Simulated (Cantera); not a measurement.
Input: 1 mol N₂O, 0.79 mol H₂, at 800 K and 17.0 mbar.

Cantera equilibrium calculation (NASA polynomials, part measured and part estimated; ideal gas, pure solids and liquids). Candidate condensed phases: H₂O; 24 gas species. Equilibrium is a limit: real reactors are often held back by kinetics, nucleation or transport.

Base state: N₂ 0.528, H₂O 0.417, O₂ 0.0554 (mole fractions); condensed: gas only.

Q: What changes in the equilibrium state with this change: temperature from 800 K to 2298.15 K?

A: 
```json
[
 {"species": "N₂", "before": "0.528", "after": "0.508"},
 {"species": "H₂O", "before": "0.417", "after": "0.360"},
 {"species": "O₂", "before": "0.0554", "after": "0.0543"},
 {"species": "OH", "before": "3.54e-9", "after": "0.0273"},
 {"species": "H₂", "before": "<1e-9", "after": "0.0243"},
 {"species": "H", "before": "<1e-9", "after": "0.0115"},
 {"species": "O", "before": "<1e-9", "after": "0.00878"},
 {"species": "NO", "before": "8.42e-7", "after": "0.00638"}
]
```

Q: What changes in the equilibrium state with this change: temperature from 800 K to 2950 K?

A: 
```csv
species,before,after
N₂,0.528,0.349
H,<1e-9,0.270
O,<1e-9,0.149
H₂O,0.417,0.0479
H₂,<1e-9,0.0677
OH,3.54e-9,0.0609
NO,8.42e-7,0.0134
O₂,0.0554,0.0420
N,<1e-9,4.55e-5
```
